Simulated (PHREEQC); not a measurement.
PHREEQC input (Pitzer model, pitzer.dat):

```
SOLUTION 1
  temp 25
  units mol/kgw
  pH 7 charge
  S(6) 0.012
  Na 0.222
  B 0.056
  Cl 0.21
  K 0.04
END
USE solution 1
INCREMENTAL_REACTIONS false
REACTION 1
  H2O -1
  0 9.886 18.011 24.689 30.178 34.689 38.397 41.444
  43.949 46.007 47.699 49.089 50.232 51.172 51.944 52.578
  53.1 53.528 53.88 54.17 54.408 54.603 54.764 54.896
  55.005 55.094 55.168 55.228 moles
EQUILIBRIUM_PHASES 1
  Arcanite 0 0
  Glaserite 0 0
  Halite 0 0
  Mirabilite 0 0
  Misenite 0 0
  Sylvite 0 0
  Thenardite 0 0
  Borax 0 0
  Boric_acid,s 0 0
  KB5O8:4H2O 0 0
  K2B4O7:4H2O 0 0
  NaBO2:4H2O 0 0
  NaB5O8:5H2O 0 0
  Teepleite 0 0
SELECTED_OUTPUT 1
  -reset false
  -pH true
  -pe true
  -ionic_strength true
  -water true
  -activities H2O
  -totals B Cl K Na S
  -molalities H+ Na+ K+ Cl- SO4-2 B(OH)3 OH- HSO4- B(OH)4- B3O3(OH)4-
    B4O5(OH)4-2
  -equilibrium_phases Arcanite Glaserite Halite Mirabilite Misenite Sylvite Thenardite Borax Boric_acid,s KB5O8:4H2O
    K2B4O7:4H2O NaBO2:4H2O NaB5O8:5H2O Teepleite
PRINT
  -reset false
END
```

Selected output (columns that matter, 9 of 28 rows; water left (kg) added in front):

```
water left (kg)	pH	mu	B	Cl	K	Na	S	m_H+	m_Na+	la_H2O	Glaserite	Halite	Sylvite	Borax
1	9.0515	0.2743	0.056	0.21	0.04	0.222	0.012	1.1755e-09	0.222	-0.0038046	0	0	0	0
0.555351	9.0203	0.49562	0.10084	0.37814	0.072027	0.39975	0.021608	1.2612e-09	0.39975	-0.0067068	0	0	0	0
0.253799	8.9673	1.0955	0.22065	0.82743	0.15761	0.87471	0.047282	1.3008e-09	0.87471	-0.014279	0	0	0	0
0.140806	8.8717	1.9144	0.28081	1.4914	0.28408	1.5182	0.085224	1.3115e-09	1.5182	-0.025259	0	0	0	0.004115
0.0637166	8.6419	4.0052	0.24259	3.2958	0.62778	3.166	0.18833	1.104e-09	3.166	-0.05895	0	0	0	0.010136
0.034999	8.4249	7.1661	0.23546	6.0002	1.1429	5.6607	0.34287	5.4622e-10	5.6607	-0.12598	0	0	0	0.01194
0.0190646	8.455	7.9411	0.25457	6.5912	1.7546	5.7647	0.40041	4.0378e-10	5.7647	-0.14141	0.0021832	0.084342	0	0.012787
0.00824523	8.4858	7.9379	0.26966	6.9257	2.1978	5.4319	0.28458	3.7286e-10	5.4319	-0.14472	0.0048268	0.1455	0.0073986	0.013444
0.00420072	8.4858	7.9379	0.26966	6.9257	2.1978	5.4319	0.28458	3.7286e-10	5.4319	-0.14472	0.0054023	0.16635	0.014561	0.013717
```

Complexes and solids missing from the database can't appear.
